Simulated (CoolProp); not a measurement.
Aqueous ethanol as a coolant, at 18 °C, 1 atm.

Values from CoolProp's Melinder's fits for secondary coolants.

```json
[
 {"mass %": "3.4", "freezing point (°C)": "-1.4", "conductivity (W/(m K))": "0.570", "Prandtl number": "9.02", "density (kg/m³)": "992.1", "viscosity (mPa s)": "1.22"},
 {"mass %": "11.1", "freezing point (°C)": "-5.0", "conductivity (W/(m K))": "0.519", "Prandtl number": "14.2", "density (kg/m³)": "…", "viscosity (mPa s)": "1.70"},
 {"mass %": "18.7", "freezing point (°C)": "-10.1", "conductivity (W/(m K))": "0.472", "Prandtl number": "20.6", "density (kg/m³)": "971.4", "viscosity (mPa s)": "2.24"},
 {"mass %": "26.3", "freezing point (°C)": "-16.6", "conductivity (W/(m K))": "0.429", "Prandtl number": "26.9", "density (kg/m³)": "961.0", "viscosity (mPa s)": "…"},
 {"mass %": "33.9", "freezing point (°C)": "-23.9", "conductivity (W/(m K))": "0.390", "Prandtl number": "31.9", "density (kg/m³)": "948.5", "viscosity (mPa s)": "…"},
 {"mass %": "41.5", "freezing point (°C)": "-30.9", "conductivity (W/(m K))": "…", "Prandtl number": "…", "density (kg/m³)": "933.7", "viscosity (mPa s)": "3.12"},
 {"mass %": "49.1", "freezing point (°C)": "…", "conductivity (W/(m K))": "…", "Prandtl number": "…", "density (kg/m³)": "917.2", "viscosity (mPa s)": "3.09"}
]
```

**Question.** Fill in the missing entries.

**Answer.** 
- 11.1, density (kg/m³): 980.9
- 26.3, viscosity (mPa s): 2.71
- 33.9, viscosity (mPa s): 3.01
- 41.5, conductivity (W/(m K)): 0.353
- 41.5, Prandtl number: 35.2
- 49.1, freezing point (°C): -36.9
- 49.1, conductivity (W/(m K)): 0.320
- 49.1, Prandtl number: 36.9
